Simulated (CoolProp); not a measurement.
Properties of R141b along the isotherm 192.45 °C (Tc = 204.4 °C, pc = 4.212 MPa, ω = 0.220).

Values from CoolProp's reference Helmholtz-energy equation of state, Lemmon 2006. It is a short technical equation, of lower accuracy than the large ones.

| p (MPa) | phase | Joule-Thomson coefficient (K/MPa) | conductivity (mW/(m K)) |
|---|---|---|---|
| 1.17 | gas | (withheld) | 25.8 |
| 2.34 | gas | 14.03 | 27.9 |
| 4.68 | liquid | (withheld) | (withheld) |
| 5.85 | liquid | 1.272 | 57.7 |
| 7.02 | liquid | (withheld) | (withheld) |
| 8.19 | liquid | 0.7318 | 59.9 |
| 9.36 | liquid | 0.5785 | (withheld) |
| 10.5 | liquid | 0.4646 | (withheld) |

**Question.** Complete the blanks.

**Answer.** 
- 1.17, Joule-Thomson coefficient (K/MPa): 11.22
- 4.68, Joule-Thomson coefficient (K/MPa): 1.869
- 4.68, conductivity (mW/(m K)): 56.4
- 7.02, Joule-Thomson coefficient (K/MPa): 0.9454
- 7.02, conductivity (mW/(m K)): 58.8
- 9.36, conductivity (mW/(m K)): 60.9
- 10.5, conductivity (mW/(m K)): 61.8

Thermal conductivity comes from a separate model (Huber 2003), an estimate that may be off by 10 % or more.
